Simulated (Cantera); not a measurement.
What does this Cantera script print?

```python
import numpy as np
import cantera as ct

gas = ct.Solution("gri30.yaml")
gas.TPX = 2000, 420000, {'CH4': 1, 'H2O': 0.81}
reactor = ct.IdealGasConstPressureReactor(gas, energy="off", clone=False)
net = ct.ReactorNet([reactor])
net.rtol, net.atol = 1e-08, 1e-18
show = ['CH4', 'H2O', 'HCO', 'HO2', 'H2']
times = np.geomspace(0.0008, 6, 11)

steps = ct.SolutionArray(gas, extra=["t"])
rows = []
print(f"{'t/s':>10s}{'T/K':>9s}{'P/Pa':>11s}" + "".join(f"{s:>11s}" for s in show))
for t in times:
    while net.time < t:
        t_next = net.step()
        steps.append(gas.state, t=t_next)
    rows.append([np.interp(t, steps.t, y) for y in (steps.T, steps.P, *steps(*show).X.T)])
    print(f"{t:10.3e}{rows[-1][0]:9.1f}{rows[-1][1]:11.4g}" + "".join(f"{x:11.3e}" for x in rows[-1][2:]))
rate = np.gradient(steps.T, steps.t)
print("integrator steps:", len(steps.t))
if steps.T.max() > steps.T[0] + 200:
    print(f"time of steepest temperature rise: {steps.t[rate.argmax()]:.4e} s")
gas.TPX = 2000, 420000, {'CH4': 1, 'H2O': 0.81}
gas.equilibrate("TP")
print(f"equilibrium (TP): T = {gas.T:.1f} K  " + "  ".join(f"{s} {gas[s].X[0]:.3e}" for s in show))
```

It prints:

```
       t/s      T/K       P/Pa        CH4        H2O        HCO        HO2         H2
 8.000e-04   2000.0    4.2e+05  3.897e-02  2.555e-01  6.712e-08  9.204e-12  5.281e-01
 1.953e-03   2000.0    4.2e+05  2.726e-02  2.102e-01  7.927e-08  5.988e-12  5.716e-01
 4.765e-03   2000.0    4.2e+05  2.173e-02  1.509e-01  1.118e-07  2.794e-12  6.206e-01
 1.163e-02   2000.0    4.2e+05  1.610e-02  9.011e-02  1.541e-07  9.125e-13  6.703e-01
 2.839e-02   2000.0    4.2e+05  1.113e-02  4.246e-02  1.931e-07  1.921e-13  7.095e-01
 6.928e-02   2000.0    4.2e+05  7.859e-03  1.380e-02  2.190e-07  1.978e-14  7.331e-01
 1.691e-01   2000.0    4.2e+05  6.443e-03  1.972e-03  2.302e-07  4.005e-16  7.429e-01
 4.127e-01   2000.0    4.2e+05  6.208e-03  4.138e-05  2.321e-07  1.792e-19  7.445e-01
 1.007e+00   2000.0    4.2e+05  6.204e-03  1.274e-05  2.321e-07  1.764e-20  7.445e-01
 2.458e+00   2000.0    4.2e+05  6.204e-03  1.274e-05  2.321e-07  1.764e-20  7.445e-01
 6.000e+00   2000.0    4.2e+05  6.204e-03  1.274e-05  2.321e-07  1.764e-20  7.445e-01
integrator steps: 1775
equilibrium (TP): T = 2000.0 K  CH4 6.204e-03  H2O 1.292e-05  HCO 2.321e-07  HO2 1.813e-20  H2 7.445e-01
```

Detailed kinetics in Cantera: GRI-Mech 3.0 (53 species, 325 reactions).
